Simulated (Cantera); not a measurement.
What does this Cantera script print?

```python
import numpy as np
import cantera as ct

gas_names = """
    N2 SiC2
""".split()
cond_names = """
    Si3N4(a) C(gr)
""".split()


def load(file, names, dense=False):
    # The tables refer to 1 bar. Condensed volumes are neglected.
    table = {s.name: s for s in ct.Species.list_from_file(file)}
    out = []
    for n in names:
        d = dict(table[n].input_data)
        d["thermo"] = dict(d["thermo"], **{"reference-pressure": 1e5})
        if dense:
            d["equation-of-state"] = {"model": "constant-volume", "density": "1e6 g/cm^3"}
        out.append(ct.Species.from_dict(d))
    return out


species = {s.name: s for s in load("nasa_gas.yaml", gas_names) + load("nasa_condensed.yaml", cond_names)}
# Each term lists the table entries of one substance; the one whose range holds T is used.
reactions = {
    '2 N2(g) + 3 SiC2(g) = Si3N4 + 6 C':
        [(-2, ['N2']), (-3, ['SiC2']), (1, ['Si3N4(a)']), (6, ['C(gr)'])],
}


def pick(names, T):
    return next(species[n] for n in names if species[n].thermo.min_temp <= T <= species[n].thermo.max_temp)


results = []
for label, terms in reactions.items():
    print(label)
    print("     T/K   dH/kJ  dS/(J/K)   dG/kJ   log10 K")
    for T in [300, 2198, 2248, 2298, 2348, 2398]:
        used = [(nu, pick(names, T)) for nu, names in terms]
        dH = sum(nu * s.thermo.h(T) for nu, s in used) / 1e6
        dS = sum(nu * s.thermo.s(T) for nu, s in used) / 1e3
        dG = dH - T * dS / 1e3
        logK = -dG * 1e6 / (ct.gas_constant * T * np.log(10))
        results.append((label, T, dH, dS, dG, logK, [s.name for _, s in used]))
        print(f"{T:8g} {dH:8.1f} {dS:8.1f} {dG:8.1f} {logK:8.2f}")
```

It prints:

```
2 N2(g) + 3 SiC2(g) = Si3N4 + 6 C
     T/K   dH/kJ  dS/(J/K)   dG/kJ   log10 K
     300  -2590.0   -946.3  -2306.1   401.53
    2198  -2496.1   -888.5   -543.2    12.91
    2248  -2492.1   -886.7   -498.8    11.59
    2298  -2488.1   -884.9   -454.5    10.33
    2348  -2484.1   -883.2   -410.3     9.13
    2398  -2480.1   -881.5   -366.2     7.98
```

Cantera with NASA thermochemical tables; ideal gases at 1 bar, condensed phases pure. Condensed species are held in their standard states even where they would react or evaporate.
